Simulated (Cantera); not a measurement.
Charge: 1 mol TiO2, 13 mol HCl, 6.6 mol H2, at 79.0 Pa.

Method: chemical equilibrium by Gibbs-energy minimisation in Cantera with the NASA 1993 tables (ideal gas, pure condensed phases). Candidate condensed phases: H2O, Ti, TiCl2, TiCl3, TiCl4, TiO, TiO2, Ti2O3, Ti3O5, Ti4O7; 23 gas species. Mutual solubility and eutectic melting of coexisting phases are not modelled. Condensed phases not in the tables: Magnéli phases beyond Ti4O7, TiOCl. Kinetics and transport are ignored.

x: gas mole fraction; n: condensed amount in mol.

| T (K) | x HCl | x H2 | x H2O | x Cl | n TiO2(rutile) | n Ti4O7(s) |
|---|---|---|---|---|---|---|
| 1100 | 0.663 | 0.337 | 0.000357 | 9.41e-7 | 0.997 | 0 |
| 1125 | 0.663 | 0.337 | 0.000383 | 1.60e-6 | 0.996 | 0 |
| 1150 | 0.663 | 0.337 | 0.000412 | 2.67e-6 | 0.996 | 0 |
| 1175 | 0.663 | 0.337 | 0.000444 | 4.35e-6 | 0.996 | 0 |
| 1200 | 0.663 | 0.337 | 0.000480 | 6.95e-6 | 0.995 | 0 |
| 1225 | 0.662 | 0.337 | 0.000520 | 1.09e-5 | 0.995 | 0 |
| 1250 | 0.663 | 0.337 | ___ | ___ | 0.985 | ___ |
| 1275 | 0.663 | 0.336 | 0.000788 | 2.54e-5 | 0.964 | 0.00820 |
| 1300 | 0.663 | 0.336 | 0.00101 | 3.80e-5 | 0.941 | 0.0140 |
| 1325 | 0.663 | 0.336 | 0.00127 | 5.58e-5 | 0.916 | 0.0203 |
| 1350 | 0.663 | 0.335 | 0.00160 | 8.09e-5 | 0.888 | 0.0275 |
| 1375 | 0.663 | 0.335 | ___ | ___ | 0.855 | ___ |
| 1400 | 0.663 | 0.334 | 0.00245 | 0.000163 | 0.817 | 0.0454 |

Some entries are withheld; supply them.


- 1250, x H2O: 0.000612
- 1250, x Cl: 1.68e-5
- 1250, n Ti4O7(s): 0.00263
- 1375, x H2O: 0.00198
- 1375, x Cl: 0.000116
- 1375, n Ti4O7(s): 0.0358
